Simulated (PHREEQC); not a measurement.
Make-up at 90 °C: 0.0022 mol/kgw FeSO4, 0.00088 mol/kgw ZnCl2, 0.00079 mol/kgw NaF and 0.00021 mol/kgw Na2SO4. Closed to the air; pH follows from the charge balance.

All values are PHREEQC results (ion-association model, phreeqc.dat), not measurements.

Each row changes one thing in this solution. Precipitation was switched off in this run.

```tsv
case	pH	ionic strength (mol/kgw)	SO4-2 (mol/kgw)	Fe+2 (mol/kgw)	F- (mol/kgw)	Zn+2 (mol/kgw)	SI of Melanterite (FeSO4:7H2O)	SI of Halite (NaCl)
as made	5.52	0.00994	0.00170	0.00165	0.000761	0.000677	-4.26	-7.40
2.6e-05 mol/kgw NaCl added	5.52	0.00997	0.00170	0.00165	0.000761	0.000677	-4.26	[?]
temperature from 90 to 55 °C	5.81	0.0105	0.00184	0.00178	0.000771	0.000705	[?]	-7.37
FeSO4 from 0.0022 to 0.0033 mol/kgw	5.50	0.0125	0.00235	0.00233	0.000759	0.000647	-4.01	-7.41
ZnCl2 from 0.00088 to 0.0044 mol/kgw	5.25	0.0187	0.00148	0.00179	0.000726	0.00336	-4.40	-6.75
FeSO4 from 0.0022 to 0.00044 mol/kgw	5.54	0.00523	0.000527	0.000387	0.000765	0.000759	-5.30	-7.37
temperature from 90 to 85 °C	5.55	0.0100	0.00172	0.00167	0.000763	0.000681	-4.22	[?]
diluted 2-fold with water	5.53	0.00535	0.000942	0.000894	0.000384	0.000365	-4.68	-7.97
```

Fill in the missing entries.


- 2.6e-05 mol/kgw NaCl added, SI of Halite (NaCl): -7.38
- temperature from 90 to 55 °C, SI of Melanterite (FeSO4:7H2O): -3.95
- temperature from 90 to 85 °C, SI of Halite (NaCl): -7.39

Constants without temperature data keep their 25 °C values here. Fluoro complexes past AlF4- and FeF3 are missing from the database.
